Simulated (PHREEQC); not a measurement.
A made-up water analysis in mg/L, 25 °C, pH 6.2, pe 10.3:

```
constituent                  mg/L
-----------------------  --------
Na                         0.0576
K                         0.00311
Ca                        0.00333
Mg                        0.00136
Cl                         0.0034
S(6) as SO4                0.0281
Alkalinity as HCO3          0.129
Si as SiO2                0.00205
Cu(2)                    0.000731
O(0) (dissolved oxygen)  6.98e-05
F                        0.000605
Br                        0.00113
Pb                       0.000115
```

Valence states are taken as typed.

The numbers come from PHREEQC with the ion-association model, wateq4f.dat.

Precipitation was switched off in this run.

**Question.** Estimate the ionic strength, charge-balance error.

**Answer.** ionic strength 3.94e-6 mol/kgw; charge-balance error 0.7 %.

**Question.** In which forms is Cu present?

**Answer.** Cu+2 93 %, Cu(OH)2 4.9 %, CuOH+ 1.5 % of the Cu.

Complexes and solids missing from the database can't appear. SiF6-2 is the database's only silicon fluoride.
